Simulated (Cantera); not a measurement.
Feed: 1 mol Ti(OiPr)4, 0.19 mol C3H8, 32 mol H2, 1.3 mol H2O, held at 13300 Pa.

Cantera equilibrium calculation (NASA polynomials, part measured and part estimated; ideal gas, pure solids and liquids). Candidate condensed phases: C, C6H6, C7H8, C8H18, H2O, Ti, TiC, TiO, TiO2, Ti2O3, Ti3O5, Ti4O7; 113 gas species. The feed counts by its element totals alone. Mutual solubility and eutectic melting of coexisting phases are not modelled. TiC: taken at fixed stoichiometry. Condensed phases not in the tables: Magnéli phases beyond Ti4O7. Equilibrium is a limit: real reactors are often held back by kinetics, nucleation or transport.

x: gas mole fraction; n: condensed amount in mol.

| T (°C) | x H2 | x CO | x H | x CH4 | n C(graphite) | n TiO2(rutile) | n Ti4O7(s) | n TiC(s) | n Ti3O5(s) |
|---|---|---|---|---|---|---|---|---|---|
| 727 | 0.924 | 0.0616 | 5.98e-9 | 0.0109 | 8.89 | 1.00 | 0 | 0 | 0 |
| 827 | 0.931 | 0.0638 | 6.83e-8 | 0.00415 | 9.10 | 1.00 | 0 | 0 | 0 |
| 927 | 0.929 | 0.0687 | 5.21e-7 | 0.00182 | 8.94 | 0 | 0.250 | 0 | 0 |
| 1027 | 0.920 | 0.0794 | 2.91e-6 | 0.000887 | 8.08 | 0 | 0 | 0.308 | 0.231 |
| 1127 | 0.900 | 0.0993 | 1.26e-5 | 0.000467 | 6.25 | 0 | 0 | 1.00 | 0 |
| 1227 | 0.900 | 0.0993 | 4.57e-5 | 0.000278 | 6.26 | 0 | 0 | 1.00 | 0 |
| 1327 | 0.900 | 0.0993 | 0.000141 | 0.000176 | 6.26 | 0 | 0 | 1.00 | 0 |
| 1427 | 0.900 | 0.0993 | (withheld) | (withheld) | 6.26 | 0 | 0 | 1.00 | 0 |
| 1527 | 0.900 | 0.0993 | 0.000930 | 8.30e-5 | 6.25 | 0 | 0 | 1.00 | 0 |
| 1627 | 0.898 | 0.0992 | (withheld) | (withheld) | 6.23 | 0 | 0 | 1.00 | 0 |
| 1727 | 0.896 | 0.0991 | 0.00422 | 4.54e-5 | 6.19 | 0 | 0 | 1.00 | 0 |
| 1827 | 0.892 | 0.0989 | 0.00806 | 3.50e-5 | 6.13 | 0 | 0 | 1.000 | 0 |
| 1927 | 0.885 | 0.0986 | 0.0145 | 2.74e-5 | 6.02 | 0 | 0 | 1.000 | 0 |

Problem. Some entries are withheld; supply them.

Solution. 
- 1427, x H: 0.000383
- 1427, x CH4: 0.000118
- 1627, x H: 0.00206
- 1627, x CH4: 6.05e-5
